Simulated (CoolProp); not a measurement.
Model: reference Helmholtz-energy equation of state, Schroeder 2014, in CoolProp.

For ethanol, give the phase and the Joule-Thomson coefficient (K/MPa), viscosity (µPa s), conductivity (mW/(m K)) at 250.2 K and 14.9 bar; 269.1 K and 2.85 bar; 563.3 K and 2.97 bar.


- 250.2 K and 14.9 bar: liquid; Joule-Thomson coefficient -0.424, viscosity 3170, conductivity 176
- 269.1 K and 2.85 bar: liquid; Joule-Thomson coefficient -0.398, viscosity 1990, conductivity 170
- 563.3 K and 2.97 bar: gas; Joule-Thomson coefficient 6.65, viscosity 16.6, conductivity 46.5

Viscosity comes from a separate model (Kiselev 2005). Thermal conductivity comes from a separate model (Assael 2013).
